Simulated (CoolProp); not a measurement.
A simple Rankine cycle with water: condensing at 290.15 K, boiler at 0.651 MPa, turbine inlet 475.2 K, turbine efficiency 0.85, pump efficiency 0.7, no recuperator. Each further row changes one setting.

Computed with CoolProp (reference Helmholtz-energy equation of state, Wagner 2002).

| case | thermal efficiency (%) | net work (kJ/kg) | heat in (kJ/kg) | turbine exit temperature (K) | volume ratio over the turbine |
|---|---|---|---|---|---|
| as stated | 25.7 | 715 | 2780 | 290.1 | 178 |
| turbine inlet 495.2 K | 25.8 | 730 | 2820 | 290.1 | 172 |
| condensing temperature 282.15 K | 27.0 | 761 | 2810 | 282.2 | 288 |
| boiler pressure 0.456 MPa | 24.3 | 679 | 2790 | 290.1 | 126 |
| turbine efficiency 0.75 | 22.7 | 631 | 2780 | 290.1 | 185 |

The expansion ends wet for: as stated; turbine inlet 495.2 K; condensing temperature 282.15 K; boiler pressure 0.456 MPa; turbine efficiency 0.75.
